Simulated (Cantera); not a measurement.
# Stirred combustor or abatement burner

A perfectly stirred reactor is fed with C₃H₈ : O₂ : N₂ = 1 : 5.49 : 54.4 (molar parts), equivalence ratio 0.91, at 11.0 bar; it is adiabatic with a 500 K inlet, and is followed from long to short residence time, starting on the burning branch (τ in s: 0.35, 0.1, 0.03, 0.0089, 0.0026, 0.00077, 0.00023, 6.7e-05, 2e-05, 5.8e-06).

Model: GRI-Mech 3.0 (53 species, 325 reactions), integrated in Cantera. GRI-Mech 3.0 was tuned for natural gas; its chemistry of propane as a main component is partial and can be far from experiment.

| τ (s) | T (K) | x C₃H₈ | x O₂ | x C₂H₆ | x C₂H₂ | x OH | x CH₂ | x CH₃ |
|---|---|---|---|---|---|---|---|---|
| 0.35 | 1468 | 9.66e-7 | 0.00802 | 2.64e-9 | 6.37e-6 | 4.07e-5 | 3.33e-9 | 4.97e-7 |
| 0.10 | 1465 | 2.64e-6 | 0.00819 | 1.36e-8 | 1.14e-5 | 5.10e-5 | 1.09e-8 | 1.30e-6 |
| 0.030 | 1459 | 7.12e-6 | 0.00864 | 7.19e-8 | 1.82e-5 | 5.94e-5 | 3.18e-8 | 3.28e-6 |
| 0.0089 | 1437 | 2.22e-5 | 0.0101 | 5.42e-7 | 2.64e-5 | 5.58e-5 | 7.71e-8 | 8.87e-6 |
| 0.0026 | 500 | 0.0164 | 0.0902 | <1e-12 | <1e-12 | <1e-12 | <1e-12 | <1e-12 |
| 0.00077 | 500 | 0.0164 | 0.0902 | <1e-12 | <1e-12 | <1e-12 | <1e-12 | <1e-12 |
| 0.00023 | 500 | 0.0164 | 0.0902 | <1e-12 | <1e-12 | <1e-12 | <1e-12 | <1e-12 |
| 6.7e-5 | 500 | 0.0164 | 0.0902 | <1e-12 | <1e-12 | <1e-12 | <1e-12 | <1e-12 |
| 2.0e-5 | 500 | 0.0164 | 0.0902 | <1e-12 | <1e-12 | <1e-12 | <1e-12 | <1e-12 |
| 5.8e-6 | 500 | 0.0164 | 0.0902 | <1e-12 | <1e-12 | <1e-12 | <1e-12 | <1e-12 |
x: mole fraction; the columns are a selection and need not sum to one.
